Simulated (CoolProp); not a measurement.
Computed with CoolProp (reference Helmholtz-energy equation of state, Lemmon 2006). It is a short technical equation, of lower accuracy than the large ones.

Question: Give the vapour pressure (MPa), liquid density (kg/m³), vapour density (kg/m³) of saturated nitrous oxide at 225 K.

Answer: 
```
T (K)  p (MPa)  liquid density (kg/m³)  vapour density (kg/m³)
-----  -------  ----------------------  ----------------------
225      0.695                    1100                    18.2
```
